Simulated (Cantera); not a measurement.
Charge: 1 mol Si2Cl6, 0.69 mol Cl2, 510 mol H2, equilibrated at 1.60 bar.

Cantera equilibrium calculation (NASA polynomials, part measured and part estimated; ideal gas, pure solids and liquids). Candidate condensed phases: Si; 19 gas species. The feed counts by its element totals alone. Gases not in the tables: Si2H6 and higher silanes. Rates play no part.

Task: What share of the Si ends up in condensed phases as a function of T (K), at 825, 925, 1025, 1125, 1225, 1325, 1425, 1525, 1625, 1725?

Result: 
```
T (K)  Si condensed (%)     as
-----  ----------------  -----
825                 0.0      -
925                 0.0      -
1025               14.8  Si(s)
1125               40.2  Si(s)
1225               64.7  Si(s)
1325               78.2  Si(s)
1425               82.6  Si(s)
1525               83.5  Si(s)
1625               83.2  Si(s)
1725               83.4  Si(l)
```
